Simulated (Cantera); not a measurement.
What does this Cantera script print?

```python
import numpy as np
import cantera as ct

gas = ct.Solution("gri30.yaml")
gas.TPX = 1000, 1333, {'H2': 0.011, 'O2': 1, 'N2': 3.9}
reactor = ct.IdealGasConstPressureReactor(gas, energy="off", clone=False)
net = ct.ReactorNet([reactor])
net.rtol, net.atol = 1e-08, 1e-18
show = ['H2', 'O2', 'O', 'H', 'N2O', 'OH', 'H2O2']
times = np.geomspace(0.0007, 100, 15)

steps = ct.SolutionArray(gas, extra=["t"])
rows = []
print(f"{'t/s':>10s}{'T/K':>9s}{'P/Pa':>11s}" + "".join(f"{s:>11s}" for s in show))
for t in times:
    while net.time < t:
        t_next = net.step()
        steps.append(gas.state, t=t_next)
    rows.append([np.interp(t, steps.t, y) for y in (steps.T, steps.P, *steps(*show).X.T)])
    print(f"{t:10.3e}{rows[-1][0]:9.1f}{rows[-1][1]:11.4g}" + "".join(f"{x:11.3e}" for x in rows[-1][2:]))
rate = np.gradient(steps.T, steps.t)
print("integrator steps:", len(steps.t))
if steps.T.max() > steps.T[0] + 200:
    print(f"time of steepest temperature rise: {steps.t[rate.argmax()]:.4e} s")
gas.TPX = 1000, 1333, {'H2': 0.011, 'O2': 1, 'N2': 3.9}
gas.equilibrate("TP")
print(f"equilibrium (TP): T = {gas.T:.1f} K  " + "  ".join(f"{s} {gas[s].X[0]:.3e}" for s in show))
```

Result:

```
       t/s      T/K       P/Pa         H2         O2          O          H        N2O         OH       H2O2
 7.000e-04   1000.0       1333  2.240e-03  2.036e-01  1.237e-12  1.978e-12  1.341e-19  1.146e-12  2.499e-17
 1.634e-03   1000.0       1333  2.240e-03  2.036e-01  5.060e-12  3.375e-12  3.713e-19  4.242e-12  1.370e-16
 3.815e-03   1000.0       1333  2.240e-03  2.036e-01  2.022e-11  6.684e-12  1.361e-18  1.420e-11  7.481e-16
 8.907e-03   1000.0       1333  2.240e-03  2.036e-01  1.063e-10  2.249e-11  8.445e-18  6.164e-11  4.135e-15
 2.079e-02   1000.0       1333  2.240e-03  2.036e-01  1.541e-09  2.769e-10  1.484e-16  8.206e-10  2.490e-14
 4.854e-02   1000.0       1333  2.239e-03  2.036e-01  4.802e-07  8.515e-08  4.785e-14  2.537e-07  1.335e-12
 1.133e-01   1000.0       1333  2.469e-04  2.021e-01  1.114e-03  2.709e-04  5.276e-10  1.912e-04  2.346e-08
 2.646e-01   1000.0       1333  9.089e-06  2.022e-01  8.063e-04  6.004e-05  3.257e-09  6.083e-05  4.330e-09
 6.177e-01   1000.0       1333  3.325e-06  2.025e-01  3.361e-04  1.529e-05  5.965e-09  3.724e-05  3.837e-09
 1.442e+00   1000.0       1333  9.373e-07  2.027e-01  9.920e-05  2.415e-06  7.855e-09  1.994e-05  3.294e-09
 3.366e+00   1000.0       1333  2.077e-07  2.027e-01  2.335e-05  2.756e-07  8.914e-09  9.671e-06  2.307e-09
 7.859e+00   1000.0       1333  4.219e-08  2.027e-01  5.089e-06  2.821e-08  9.444e-09  4.543e-06  1.145e-09
 1.835e+01   1000.0       1333  8.952e-09  2.027e-01  1.159e-06  3.086e-09  9.707e-09  2.182e-06  4.105e-10
 4.283e+01   1000.0       1333  2.147e-09  2.027e-01  2.974e-07  4.024e-10  9.843e-09  1.109e-06  1.296e-10
 1.000e+02   1000.0       1333  5.979e-10  2.027e-01  8.759e-08  6.436e-11  9.910e-09  6.021e-07  4.194e-11
integrator steps: 1633
equilibrium (TP): T = 1000.0 K  H2 3.795e-12  O2 2.027e-01  O 6.172e-10  H 3.854e-14  N2O 2.958e-10  OH 5.038e-08  H2O2 3.282e-13
```

Detailed kinetics in Cantera: GRI-Mech 3.0 (53 species, 325 reactions). Radical loss at walls, strong at low pressure, is not modelled.
